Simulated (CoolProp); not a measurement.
Saturation properties of water (Tc = 647.1 K, pc = 22.06 MPa, ω = 0.344).

The numbers come from the reference Helmholtz-energy equation of state, Wagner 2002 in CoolProp.

```csv
T (K),p (MPa),vapour density (kg/m³),surface tension (mN/m),liquid viscosity (µPa s)
446.9,0.8666,4.489,43.4,156
456.6,1.085,5.561,41.3,147
466.2,1.341,6.817,39.1,140
475.9,1.646,8.308,36.9,133
485.6,2.003,10.06,34.6,126
495.3,2.416,12.09,32.4,121
505,2.893,14.47,30.1,115
514.6,3.433,17.19,27.8,110
```

It boils at 373.1 K under 1 atm.

Viscosity comes from a separate model (Huber 2009). Surface tension comes from a separate correlation (Mulero 2012).
